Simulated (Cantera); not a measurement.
Charge: 1 mol CH3SiCl3, 2.1 mol H2, 0.11 mol HCl, held at 2202 °C and 14.0 mbar.

Cantera equilibrium calculation (NASA polynomials, part measured and part estimated; ideal gas, pure solids and liquids). The feed counts by its element totals alone. The tables' values for SiCl, SiCl3 are old estimates; treat these amounts as uncertain. Gases not in the tables: Si2H6 and higher silanes. Rates play no part.

```csv
species,before,after
H2,0.375,0.730
H,0.116,0.162
Si,0.0539,0.0634
HCl,0.289,0.00920
SiCl2,0.0641,3.94e-5
Cl,0.0635,0.00145
SiCl,0.0140,0.000376
SiC2,0.0130,0.0153
SiCl3,0.000216,3.04e-9
C2HCl,3.09e-5,9.85e-7
SiH2,6.72e-5,0.000154
C2H2 (acetylene),0.00365,0.00710
C4H2,1.46e-5,2.85e-5
SiH,0.00107,0.00176
"C(graphite), mol",0.750,3.45
"SiC(s), mol",0,0.0221
```
Gas species are given as mole fractions.

**Question.** Name the change that produced these shifts.
A) CH3SiCl3 replaced by Si(CH3)4
B) pressure from 14.0 mbar to 0.950 bar
C) temperature from 2202 °C to 1025 °C
D) pressure from 14.0 mbar to 41.0 mbar

**Answer.** A, CH3SiCl3 replaced by Si(CH3)4. The tables' values for SiCl are old estimates; treat these amounts as uncertain
